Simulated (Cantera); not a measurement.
A closed system holds: 1 mol CS₂, 0.87 mol H₂O, at 1425 K and 1 atm.

Method: chemical equilibrium by Gibbs-energy minimisation in Cantera with the NASA 1993 tables (ideal gas, pure condensed phases). Candidate condensed phases: C, C₆H₆, C₇H₈, C₈H₁₈, H₂O, H₂SO₄, S; 123 gas species. Equilibrium is a limit: real reactors are often held back by kinetics, nucleation or transport.

Base state: CO 0.329, H₂S 0.258, S₂ 0.216, H₂ 0.103, CS₂ 0.0594, COS 0.0269, CO₂ 0.00290, H₂O 0.00207 (mole fractions); condensed: gas only.

Question: What changes in the equilibrium state with this change: temperature from 1425 K to 1800 K?

Answer: 
| species | before | after |
|---|---|---|
| CO | 0.329 | 0.330 |
| S₂ | 0.216 | 0.269 |
| H₂ | 0.103 | 0.212 |
| H₂S | 0.258 | 0.120 |
| SH | 0.00177 | 0.0104 |
| COS | 0.0269 | 0.00652 |
| CS₂ | 0.0594 | 0.0506 |
| H | 2.18e-6 | 0.000164 |
| S | 7.52e-6 | 0.000382 |
| CS | 1.51e-5 | 0.000571 |
| CO₂ | 0.00290 | 0.000198 |
